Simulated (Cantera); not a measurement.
Cantera run, input and output.

```python
import numpy as np
import cantera as ct

gas = ct.Solution("gri30.yaml", transport_model="multicomponent")
show = ['CO2', 'N2', 'O']

rows = []
print(f"{'T/K':>7s}{'rho':>11s}{'cp':>10s}{'mu':>11s}{'lambda':>11s}{'Pr':>7s}" + "".join(f"{'D_' + s:>11s}" for s in show))
for T in [400, 600, 800, 1000, 1200, 1400, 1600]:
    gas.TPX = T, 99, {'O2': 0.31}
    Pr = gas.cp_mass * gas.viscosity / gas.thermal_conductivity
    D = [gas.mix_diff_coeffs_mole[gas.species_index(s)] for s in show]
    rows.append([gas.density, gas.cp_mass, gas.viscosity, gas.thermal_conductivity, Pr, *D])
    print(f"{T:7g}{gas.density:11.4e}{gas.cp_mass:10.1f}{gas.viscosity:11.4e}"
          f"{gas.thermal_conductivity:11.4e}{Pr:7.3f}" + "".join(f"{d:11.4e}" for d in D))
print("SI units: kg/m3, J/kg/K, Pa s, W/m/K, m2/s")
```

Result:

```
    T/K        rho        cp         mu     lambda     Pr      D_CO2       D_N2        D_O
    400 9.5250e-04     941.4 2.5629e-05 3.3889e-02  0.712 2.7016e-02 3.5345e-02 5.5618e-02
    600 6.3500e-04    1002.6 3.4077e-05 4.8102e-02  0.710 5.5326e-02 7.0725e-02 1.1090e-01
    800 4.7625e-04    1054.7 4.1353e-05 6.1465e-02  0.710 9.0801e-02 1.1482e-01 1.7976e-01
   1000 3.8100e-04    1090.2 4.7912e-05 7.3669e-02  0.709 1.3265e-01 1.6675e-01 2.6086e-01
   1200 3.1750e-04    1114.2 5.3973e-05 8.4884e-02  0.708 1.8033e-01 2.2592e-01 3.5327e-01
   1400 2.7214e-04    1134.2 5.9661e-05 9.5570e-02  0.708 2.3348e-01 2.9188e-01 4.5629e-01
   1600 2.3812e-04    1151.4 6.5055e-05 1.0584e-01  0.708 2.9180e-01 3.6428e-01 5.6938e-01
SI units: kg/m3, J/kg/K, Pa s, W/m/K, m2/s
```

Model: GRI-Mech 3.0 (53 species, 325 reactions), integrated in Cantera.
